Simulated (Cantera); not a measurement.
Standard-state values (1 bar) from the NASA 1993 polynomials, evaluated with Cantera. Values are per mole of reaction as written; species without (g) are pure solids or liquids, kept so even where they would boil at 1 bar.

4 Li + O2(g) → 2 Li2O

| T (K) | ΔH° (kJ) | ΔS° (J/K) | ΔG° (kJ) | log10 K |
|---|---|---|---|---|
| 748 | -1212.6 | -280.6 | -1002.7 | 70.02 |
| 898 | -1210.8 | -278.4 | -960.8 | 55.89 |
| 1048 | -1207.0 | -275.3 | -918.5 | 45.78 |
| 1198 | … | … | … | … |
| 1348 | … | … | … | … |
| 1498 | … | … | … | … |

Task: Fill in the missing entries.

Result: 
- 1198, ΔH° (kJ): -1202.7
- 1198, ΔS° (J/K): -271.5
- 1198, ΔG° (kJ): -877.4
- 1198, log10 K: 38.26
- 1348, ΔH° (kJ): -1197.6
- 1348, ΔS° (J/K): -267.5
- 1348, ΔG° (kJ): -837.0
- 1348, log10 K: 32.43
- 1498, ΔH° (kJ): -1192.0
- 1498, ΔS° (J/K): -263.5
- 1498, ΔG° (kJ): -797.2
- 1498, log10 K: 27.80
